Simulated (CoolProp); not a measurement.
n-perfluorobutane along the isobar 0.101 MPa: Z from the reference equation and from simpler models built on Tc = 386.3 K, pc = 2.322 MPa, ω = 0.372; each cubic takes its own stable root.

Model: reference Helmholtz-energy equation of state, Gao 2022, in CoolProp.

| T (K) | phase | reference | Redlich-Kwong | Soave-Redlich-Kwong | Peng-Robinson |
|---|---|---|---|---|---|
| 181 | liquid | … | 0.009356 | 0.009082 | 0.008087 |
| 207.9 | liquid | 0.007667 | 0.008507 | 0.008188 | 0.007276 |
| 234.8 | liquid | 0.007151 | 0.007933 | … | … |
| 261.7 | liquid | 0.006781 | 0.9546 | 0.007165 | 0.006336 |
| 288.6 | gas | 0.9615 | 0.9655 | 0.9603 | 0.9582 |
| 315.5 | gas | 0.9716 | 0.9732 | 0.9702 | 0.9682 |
| 342.4 | gas | 0.9785 | 0.9788 | 0.9772 | 0.9754 |
| 369.3 | gas | 0.9834 | 0.9829 | 0.9824 | 0.9807 |
| 396.2 | gas | 0.9871 | 0.9861 | 0.9864 | 0.9847 |
| 423.1 | gas | 0.9898 | 0.9886 | 0.9894 | 0.9878 |
| 450 | gas | 0.9920 | 0.9905 | 0.9917 | 0.9903 |

### Question
Some entries are withheld; supply them.

### Answer

- 181, reference: 0.008370
- 234.8, Soave-Redlich-Kwong: 0.007567
- 234.8, Peng-Robinson: 0.006709

At some of these states Redlich-Kwong gives the other phase, because its saturation line lies elsewhere.
